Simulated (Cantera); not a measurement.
MgCO3 + H2O (calcination and drying)

Charge: 1 mol MgCO3, 2.8 mol H2O, at 7.60 mbar.

Equilibrium computed with Cantera from the NASA thermochemical tables; the gas is ideal and each condensed phase is pure. Candidate condensed phases: C, C6H6, C7H8, C8H18, H2O, Mg, MgCO3, MgO, Mg(OH)2; 116 gas species. Kinetics and transport are ignored.

| T (K) | log p H2O | log p CO2 | log p CO | log p O2 | log p H2 | log p OH | n MgO(s) |
|---|---|---|---|---|---|---|---|
| 873 | -2.25 | -2.70 | -10.25 | -9.63 | -9.38 | -11.04 | 1.00 |
| 973 | -2.25 | -2.70 | -9.03 | -8.59 | -8.37 | -9.78 | 1.00 |
| 1073 | -2.25 | -2.70 | -8.04 | -7.74 | -7.56 | -8.75 | 1.00 |
| 1173 | -2.25 | -2.70 | -7.22 | -7.03 | -6.88 | -7.90 | 1.00 |
| 1273 | -2.25 | -2.70 | -6.54 | -6.43 | -6.31 | -7.18 | 1.00 |
| 1373 | -2.25 | -2.70 | -5.96 | -5.91 | -5.83 | -6.57 | 1.00 |
| 1473 | -2.25 | -2.70 | -5.46 | -5.46 | -5.41 | -6.03 | 1.00 |
| 1573 | -2.25 | -2.70 | -5.03 | -5.07 | -5.04 | -5.57 | 1.000 |
| 1673 | -2.25 | -2.71 | -4.65 | -4.72 | -4.72 | -5.16 | 1.000 |
| 1773 | -2.26 | -2.71 | -4.32 | -4.41 | -4.43 | -4.80 | 1.000 |
| 1873 | -2.26 | -2.73 | -4.03 | -4.14 | -4.18 | -4.48 | 1.000 |
| 1973 | -2.27 | -2.75 | -3.77 | -3.90 | -3.95 | -4.19 | 1.000 |
| 2073 | -2.29 | -2.78 | -3.56 | -3.70 | -3.75 | -3.94 | 0.999 |
log p: log10 of the partial pressure in bar; n: condensed amount in mol.

From 873 K to 2073 K the condensed part is MgO(s).
